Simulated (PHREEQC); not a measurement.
## Brine (model solution)

Solution (20 °C): 0.79 mol/kgw CaCl2. Closed to the air; pH follows from the charge balance.

Computed with PHREEQC (Pitzer model, pitzer.dat).

This is a speciation only: nothing precipitates in the calculation.

Question: Estimate the activity of water, density.

Answer: activity of water 0.959; density 1.067 g/cm³.
